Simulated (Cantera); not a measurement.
Input: 1 mol Si, 4.4 mol N₂O, 35 mol N₂, equilibrated at 750 Torr.

Cantera equilibrium calculation (NASA polynomials, part measured and part estimated; ideal gas, pure solids and liquids). Candidate condensed phases: Si, SiO₂, Si₂N₂O, Si₃N₄; 16 gas species. The tables hold silica as quartz up to 1696 K and as liquid above; real silica turns to tridymite and cristobalite and melts near 1996 K. Kinetics and transport are ignored.

Q: Which condensed phases are stable at each of these points (T (K)): 973, 1073, 1173, 1273, 1373, 1473, 1573, 1673, 1773, 1873, 1973, 2073, 2173, 2273?

A: 
| T (K) | condensed phases | Si condensed (%) |
|---|---|---|
| 973 | SiO₂(β-quartz) | 100.0 |
| 1073 | SiO₂(β-quartz) | 100.0 |
| 1173 | SiO₂(β-quartz) | 100.0 |
| 1273 | SiO₂(β-quartz) | 100.0 |
| 1373 | SiO₂(β-quartz) | 100.0 |
| 1473 | SiO₂(β-quartz) | 100.0 |
| 1573 | SiO₂(β-quartz) | 100.0 |
| 1673 | SiO₂(β-quartz) | 100.0 |
| 1773 | SiO₂(condensed) | 100.0 |
| 1873 | SiO₂(condensed) | 100.0 |
| 1973 | SiO₂(condensed) | 100.0 |
| 2073 | SiO₂(l) | 100.0 |
| 2173 | SiO₂(l) | 100.0 |
| 2273 | SiO₂(l) | 99.8 |

From 973 K to 1673 K the condensed part is SiO₂(β-quartz). From 1773 K to 1973 K the condensed part is SiO₂(condensed). From 2073 K to 2273 K the condensed part is SiO₂(l).
